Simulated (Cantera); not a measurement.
Feed: 1 mol B, 17 mol H₂O, 5.8 mol N₂, at 353 Torr.

Equilibrium computed with Cantera from the NASA thermochemical tables; the gas is ideal and each condensed phase is pure. Candidate condensed phases: B, BN, B₂O₃, B₃O₃H₃, H₂O; 39 gas species. Rates play no part. All values below are at 1602 °C.

Base state: H₂O 0.644, N₂ 0.249, H₂ 0.0643, HBO₂ 0.0424, H 0.000243, B₂O₃ 0.000236, OH 0.000189, BO₂ 1.51e-5 (mole fractions); condensed: gas only.

**Question.** What changes in the equilibrium state with this change: B replaced by borazine?

**Answer.** 
```
species    before     after
-------  --------  --------
H₂O         0.644     0.384
H₂         0.0643     0.260
N₂          0.249     0.253
HBO₂       0.0424    0.0995
HBO       1.48e-5  0.000235
(HBO₂)₃   9.79e-7   1.26e-5
B₂O₃     0.000236   0.00218
NO        1.00e-5   1.49e-6
OH       0.000189   5.62e-5
```
The feed counts by its element totals alone.
